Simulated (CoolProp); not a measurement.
Aqueous lithium chloride as a coolant, at -9 °C, 1 atm.

Model: Melinder's fits for secondary coolants, in CoolProp.

```csv
mass %,freezing point (°C),viscosity (mPa s),Prandtl number,cp (kJ/(kg K)),density (kg/m³)
9.7,-11.7,3.26,22.4,3.635,1059
11.9,-15.8,3.53,23.5,3.506,1072
14.2,-21.5,3.85,24.9,3.375,1086
16.4,-28.6,4.19,26.3,3.255,1099
18.7,-37.9,4.59,28.0,3.141,1114
20.9,-48.2,5.05,30.1,3.048,1128
23.2,-59.3,5.65,33.1,2.976,1143
```
